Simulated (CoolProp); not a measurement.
R1233zd(E) along the isotherm 176.85 °C: density (kg/m³) from the reference equation and from simpler models built on Tc = 165.7 °C, pc = 3583 kPa, ω = 0.304; each cubic takes its own stable root.

Computed with CoolProp (reference Helmholtz-energy equation of state, Akasaka 2022).

| p (kPa) | phase | reference |
|---|---|---|
| 448 | gas | 16.31 |
| 896 | gas | 34.19 |
| 1340 | gas | 53.86 |
| 1790 | gas | 76.40 |
| 2240 | gas | 102.5 |
| 2690 | gas | 133.9 |
| 3130 | gas | 173.0 |
| 3580 | gas | 230.2 |
| 4030 | supercritical | 343.5 |
| 4480 | supercritical | 584.4 |
| 4930 | supercritical | 672.9 |
| 5370 | supercritical | 716.0 |

Question: How far does each simpler model (van der Waals, Redlich-Kwong, Soave-Redlich-Kwong, Peng-Robinson) lie from the reference over these 12 states: mean and median of the absolute difference, and the worst?

Answer: 
- van der Waals: mean 9.1 %, median 4.1 %, worst -27.3 % at 176.85 °C and 5370 kPa
- Redlich-Kwong: mean 4.5 %, median 0.9 %, worst -16.1 % at 176.85 °C and 4930 kPa
- Soave-Redlich-Kwong: mean 6.5 %, median 2.3 %, worst -19.8 % at 176.85 °C and 4480 kPa
- Peng-Robinson: mean 4.0 %, median 1.5 %, worst -13.4 % at 176.85 °C and 4480 kPa
